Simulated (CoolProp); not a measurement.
A single-stage vapour-compression cycle with the fluid: evaporating at 199.15 K (dew point), condensing at 234.15 K (bubble point), superheat 8 K, subcooling 2 K, compressor efficiency 0.8, no pressure losses. The same conditions are run with several fluids, on thermodynamics alone (safety and materials aside).

Values from CoolProp's reference Helmholtz-energy equation of state of each fluid (ethane: Bücker 2006; nitrous oxide: Lemmon 2006; CH2F2 (R32): Tillner-Roth 1997; R22: Kamei 1995; CH3F (R41): Lemmon 2006; propane: Lemmon 2009).

```csv
fluid,cooling COP,pressure ratio,discharge temperature (K),refrigerating effect (kJ/kg),volumetric capacity (kJ/m³)
ethane,3.84,3.84,280.0,395,1510
nitrous oxide,3.73,4.34,310.2,305,1820
CH2F2 (R32),3.78,6.64,328.7,359,308
R22,3.92,7.00,303.6,222,177
CH3F (R41),3.76,4.65,315.2,421,1110
propane,4.02,6.05,277.7,395,196
```
